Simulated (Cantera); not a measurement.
A perfectly stirred reactor is fed with C3H8 : O2 : N2 = 1 : 11.6 : 43.7 (molar parts), at 101000 Pa; it is adiabatic with a 475 K inlet, and is followed from long to short residence time, starting on the burning branch (τ in s: 0.11, 0.054, 0.026, 0.013, 0.0062, 0.003, 0.0015, 0.00072, 0.00035, 0.00017, 8.3e-05, 4e-05).

Detailed kinetics in Cantera: GRI-Mech 3.0 (53 species, 325 reactions). GRI-Mech 3.0 was tuned for natural gas; its chemistry of propane as a main component is partial and can be far from experiment.

Predict: blow-out, bracketed by the residence times tried; x(C3H8) at τ = 0.110 s; x(O2) at τ = 0.110 s; x(C2H4) at τ = 0.110 s; x(H2O) at τ = 0.110 s; x(CH2) at τ = 0.110 s; x(C3H8) at τ = 1.50 ms; x(O2) at τ = 1.50 ms; x(C2H4) at τ = 1.50 ms; x(H2O) at τ = 1.50 ms; x(CH2) at τ = 1.50 ms.


```json
{
  "blow_out_bracketed_by_the_residence_times_tried": "burning at 0.720 ms, out at 0.350 ms",
  "x(C3H8) at τ = 0.110 s": "2.55e-6",
  "x(O2) at τ = 0.110 s": "0.115",
  "x(C2H4) at τ = 0.110 s": "7.17e-6",
  "x(H2O) at τ = 0.110 s": "0.0695",
  "x(CH2) at τ = 0.110 s": "9.39e-9",
  "x(C3H8) at τ = 1.50 ms": "4.69e-5",
  "x(O2) at τ = 1.50 ms": "0.119",
  "x(C2H4) at τ = 1.50 ms": "9.32e-5",
  "x(H2O) at τ = 1.50 ms": "0.0676",
  "x(CH2) at τ = 1.50 ms": "4.27e-7"
}
```
